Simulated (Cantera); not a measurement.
Input: 1 mol Hg, 4 mol H2, at 1525 K and 74.0 Pa.

Method: chemical equilibrium by Gibbs-energy minimisation in Cantera with the NASA 1993 tables (ideal gas, pure condensed phases). Candidate condensed phases: Hg; 3 gas species. Rates play no part.

Base state: H2 0.799, Hg 0.200, H 0.000777 (mole fractions); condensed: gas only.

Task: What changes in the equilibrium state with this change: Hg replaced by Fe(CO)5?

Result: 
```tsv
species	before	after
CO	0	0.555
H2	0.799	0.444
H	0.000777	0.000579
Hg	0.200	0
Fe	0	0.000342
Fe(γ), mol	0	0.997
```
Further candidate phases: C, C6H6, C7H8, C8H18, Fe, Fe(CO)5, FeO, Fe(OH)2, Fe(OH)3, Fe2O3, Fe3O4, H2O.
